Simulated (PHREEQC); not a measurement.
Model water analysis in mg/kgw, 40 °C, pH 6.34: Na 5320; K 706; Ca 262; Mg 222; Cl 9020; S(6) as SO4 982; Alkalinity as HCO3 0.00648; Si as SiO2 4.82; B 0.332.

Cl is adjusted to close the charge balance.
Valence states are taken as typed.

Equilibrium calculation in PHREEQC: Pitzer model, pitzer.dat.

No solid was allowed to form.

**Question.** Predict the activity of water, density.

**Answer.** activity of water 0.991; density 1.004 g/cm³.

**Question.** In which forms is C present?

**Answer.** HCO3- 62 %, CO2 38 % of the C.

At this temperature some constants are extrapolated from 25 °C, and those without enthalpy data are left unchanged.
